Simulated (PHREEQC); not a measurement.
A PHREEQC speciation (ion-association model, phreeqc.dat) at 25 °C gives pH 2.47 and these molalities:

```csv
species,mol/kgw
Cu+2,0.0111
SO4-2,0.00939
CuSO4,0.00485
BF4-,0.00415
H+,0.00395
HF,0.00366
HSO4-,0.00176
H3BO3,0.00163
F-,0.000893
BF3OH-,0.000413
BF2(OH)2-,0.000153
CuF+,8.73e-5
HF2-,1.25e-5
BF(OH)3-,5.78e-7
```

### Question
What are the element totals, and what could have been dissolved in 1 kg of water to give them?

### Answer
This is not unique; one that fits is totals B 0.00634, Cu(2) 0.0160, F 0.0228, S(6) 0.0160 mol/kgw, from 0.016 mol CuSO4, 0.0057 mol HBF4 and 0.00064 mol H3BO3 per kg of water.

Precipitation was switched off in this run. Complexes and solids missing from the database can't appear. Real BF4- forms and hydrolyses slowly; the run takes it at equilibrium.
